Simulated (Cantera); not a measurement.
Feed: 1 mol CH3Cl, 0.049 mol H2, at 2850 K and 14.0 mbar.

Equilibrium computed with Cantera from the NASA thermochemical tables; the gas is ideal and each condensed phase is pure. Candidate condensed phases: C, C6H6, C7H8, C8H18; 91 gas species. The numbers say what is thermodynamically allowed, not how fast it happens.

Base state: H 0.402, H2 0.239, Cl 0.183, HCl 0.159, C2H2 (acetylene) 0.00939, C3 0.00413, C2H 0.00216, C 0.000805 (mole fractions); condensed: C(graphite).

Question: What changes in the equilibrium state with this change: temperature from 2850 K to 3498 K?

Answer: 
```
species             before     after
----------------  --------  --------
H                    0.402     0.643
Cl                   0.183     0.214
C                 0.000805    0.0567
H2                   0.239    0.0167
HCl                  0.159   0.00839
C2                0.000407    0.0169
C3                 0.00413    0.0410
C4H2              0.000154   1.72e-6
C2H2 (acetylene)   0.00939  0.000263
C2HCl             0.000117   4.75e-6
C4                 8.89e-6  0.000129
C(graphite), mol     0.888         0
```
The tables' values for CCl are old estimates; treat these amounts as uncertain.
